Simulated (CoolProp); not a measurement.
Octamethyltrisiloxane (MDM) along the isobar 1.79 MPa: density (kg/m³) from the reference equation and from simpler models built on Tc = 292.2 °C, pc = 1.438 MPa, ω = 0.528; each cubic takes its own stable root.

Computed with CoolProp (reference Helmholtz-energy equation of state, Thol 2017).

| T (°C) | phase | reference |
|---|---|---|
| 189.85 | liquid | 635.6 |
| 198.45 | liquid | 623.9 |
| 207.05 | liquid | 611.7 |
| 215.65 | liquid | 599.0 |
| 224.35 | liquid | 585.5 |
| 232.95 | liquid | 571.3 |
| 241.55 | liquid | 556.2 |
| 250.15 | liquid | 539.9 |
| 258.75 | liquid | 522.1 |
| 267.35 | liquid | 502.2 |
| 276.05 | liquid | 479.0 |
| 284.65 | liquid | 451.0 |
| 293.25 | supercritical | 413.7 |
| 301.85 | supercritical | 352.2 |

Task: How far does each simpler model (van der Waals, Peng-Robinson) lie from the reference over these 14 states: mean and median of the absolute difference, and the worst?

Result: 
- van der Waals: mean 35.5 %, median 37.1 %, worst -38.8 % at 189.85 °C and 1.79 MPa
- Peng-Robinson: mean 3.8 %, median 2.9 %, worst -11.6 % at 301.85 °C and 1.79 MPa
